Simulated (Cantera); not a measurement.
A closed system holds: 1 mol TiO₂, 0.76 mol H₂, 41 mol N₂, at 2150 K.

Method: chemical equilibrium by Gibbs-energy minimisation in Cantera with the NASA 1993 tables (ideal gas, pure condensed phases). Candidate condensed phases: H₂O, Ti, TiN, TiO, TiO₂, Ti₂O₃, Ti₃O₅, Ti₄O₇; 27 gas species. Condensed phases not in the tables: Magnéli phases beyond Ti₄O₇. The numbers say what is thermodynamically allowed, not how fast it happens.

x: gas mole fraction; n: condensed amount in mol.

| P (Pa) | x N₂ | x H | x TiO₂ | x H₂ | x H₂O | x O | n Ti₄O₇(l) |
|---|---|---|---|---|---|---|---|
| 10 | 0.950 | 0.0261 | 0.0143 | 0.00382 | [?] | 0.00227 | 0.0723 |
| 52 | 0.968 | 0.0156 | 0.00349 | 0.00716 | [?] | 0.00113 | 0.211 |
| 270 | 0.976 | 0.00782 | 0.000728 | 0.00929 | [?] | 0.000300 | 0.242 |
| 1400 | 0.980 | 0.00368 | 0.000142 | 0.0107 | 0.00551 | 5.97e-5 | 0.248 |
| 7200 | 0.981 | 0.00168 | 2.74e-5 | 0.0115 | 0.00581 | 1.14e-5 | 0.250 |
| 37000 | 0.981 | 0.000756 | 5.31e-6 | 0.0119 | 0.00591 | 2.18e-6 | 0.250 |
| 190000 | 0.982 | 0.000336 | 1.03e-6 | 0.0121 | 0.00596 | 4.21e-7 | 0.250 |
| 1000000 | 0.982 | 0.000147 | 1.96e-7 | 0.0121 | 0.00597 | 7.96e-8 | 0.250 |

What belongs in the gaps?


- 10, x H₂O: 0.000534
- 52, x H₂O: 0.00261
- 270, x H₂O: 0.00465
